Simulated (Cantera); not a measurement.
A perfectly stirred reactor is fed with H₂ : O₂ = 0.087 : 1 (molar parts), equivalence ratio 0.043, at 24.8 Torr; it is held at 1048 K, and followed from long to short residence time.

Model: the H2/O2 subset of GRI-Mech 3.0, which has no nitrogen chemistry, integrated in Cantera. Radical loss at walls, strong at low pressure, is not modelled. The temperature is held fixed by assumption; the heat of reaction is taken as removed at once.

Question: What does this change do: temperature 1048 to 1350 K?

Answer: 
```json
[
 {"quantity": "x(H₂) at τ = 2.60 s", "before": "0.000199", "after": "6.16e-5"},
 {"quantity": "x(O₂) at τ = 2.60 s", "before": "0.916", "after": "0.915"},
 {"quantity": "x(H₂O) at τ = 2.60 s", "before": "0.0830", "after": "0.0827"},
 {"quantity": "x(H) at τ = 2.60 s", "before": "1.47e-5", "after": "2.97e-5"},
 {"quantity": "x(H₂O₂) at τ = 2.60 s", "before": "2.37e-7", "after": "6.09e-8"},
 {"quantity": "x(H₂) at τ = 0.160 s", "before": "0.00102", "after": "0.000352"},
 {"quantity": "x(O₂) at τ = 0.160 s", "before": "0.915", "after": "0.910"},
 {"quantity": "x(H₂O) at τ = 0.160 s", "before": "0.0817", "after": "0.0811"},
 {"quantity": "x(H) at τ = 0.160 s", "before": "0.000233", "after": "0.000459"},
 {"quantity": "x(H₂O₂) at τ = 0.160 s", "before": "4.32e-7", "after": "1.43e-7"}
]
```

Question: What does this change do: O2 1 to 2.4 parts?

Answer: 
```csv
quantity,before,after
x(H₂) at τ = 2.60 s,0.000199,0.000116
x(O₂) at τ = 2.60 s,0.916,0.964
x(H₂O) at τ = 2.60 s,0.0830,0.0354
x(H) at τ = 2.60 s,1.47e-5,8.62e-6
x(H₂O₂) at τ = 2.60 s,2.37e-7,1.11e-7
x(H₂) at τ = 0.160 s,0.00102,0.000563
x(O₂) at τ = 0.160 s,0.915,0.963
x(H₂O) at τ = 0.160 s,0.0817,0.0347
x(H) at τ = 0.160 s,0.000233,0.000133
x(H₂O₂) at τ = 0.160 s,4.32e-7,2.08e-7
```
